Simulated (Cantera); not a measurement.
An adiabatic, constant-volume homogeneous reactor starts with CH4 : O2 : N2 = 1 : 0.87 : 3.27 (molar parts), equivalence ratio 2.3, at 1025 K and 750 Torr. Integrator tolerance rtol = 1e-08.

Cantera simulation using GRI-Mech 3.0 (53 species, 325 reactions); the numbers are that mechanism's predictions, not measurements.

**Question.** What does this change do: initial temperature 1025 to 1350 K?

**Answer.** 
```tsv
quantity	before	after
temperature at 0.700 s	1033 K	2510 K
equilibrium temperature	2254 K	2510 K
x(CH4) at 0.700 s	0.193 (gas-phase equilibrium 1.08e-9)	2.02e-10 (gas-phase equilibrium 2.28e-10)
x(O2) at 0.700 s	0.168 (gas-phase equilibrium 2.28e-7)	4.37e-6 (gas-phase equilibrium 4.37e-6)
x(C2H) at 0.700 s	<1e-12 (gas-phase equilibrium <1e-12)	<1e-12 (gas-phase equilibrium <1e-12)
x(NO) at 0.700 s	<1e-12 (gas-phase equilibrium 1.21e-5)	8.69e-5 (gas-phase equilibrium 8.69e-5)
x(C2H6) at 0.700 s	0.000236 (gas-phase equilibrium <1e-12)	<1e-12 (gas-phase equilibrium <1e-12)
time of steepest temperature rise	not reached	9.12 ms
```

**Question.** What does this change do: pressure from 750 Torr to 9750 Torr?

**Answer.** 
| quantity | before | after |
|---|---|---|
| temperature at 0.700 s | 1033 K | 2266 K |
| equilibrium temperature | 2254 K | 2266 K |
| x(CH4) at 0.700 s | 0.193 (gas-phase equilibrium 1.08e-9) | 1.59e-7 (gas-phase equilibrium 1.75e-7) |
| x(O2) at 0.700 s | 0.168 (gas-phase equilibrium 2.28e-7) | 2.02e-8 (gas-phase equilibrium 2.02e-8) |
| x(C2H) at 0.700 s | <1e-12 (gas-phase equilibrium <1e-12) | <1e-12 (gas-phase equilibrium <1e-12) |
| x(NO) at 0.700 s | <1e-12 (gas-phase equilibrium 1.21e-5) | 3.69e-6 (gas-phase equilibrium 3.69e-6) |
| x(C2H6) at 0.700 s | 0.000236 (gas-phase equilibrium <1e-12) | <1e-12 (gas-phase equilibrium <1e-12) |
| time of steepest temperature rise | not reached | 58.2 ms |
The pressure lies above the range GRI-Mech 3.0 was tuned for (to about 10 atm).
